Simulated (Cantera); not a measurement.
Charge: 1 mol borazine, 29 mol NH3, at 1548 K and 12.0 Torr.

Cantera equilibrium calculation (NASA polynomials, part measured and part estimated; ideal gas, pure solids and liquids). Candidate condensed phases: B, BN; 15 gas species. The feed counts by its element totals alone. Rates play no part.

Base state: H2 0.762, N2 0.238, H 0.000213 (mole fractions); condensed: BN(s).

Task: What changes in the equilibrium state with this change: temperature from 1548 K to 1973.15 K?

Result: 
| species | before | after |
|---|---|---|
| H2 | 0.762 | 0.754 |
| N2 | 0.238 | 0.237 |
| H | 0.000213 | 0.00927 |
| BH2 | 2.71e-8 | 4.34e-5 |
| BN(s), mol | 3.00 | 3.00 |
The tables' values for BH2 are old estimates; treat these amounts as uncertain.
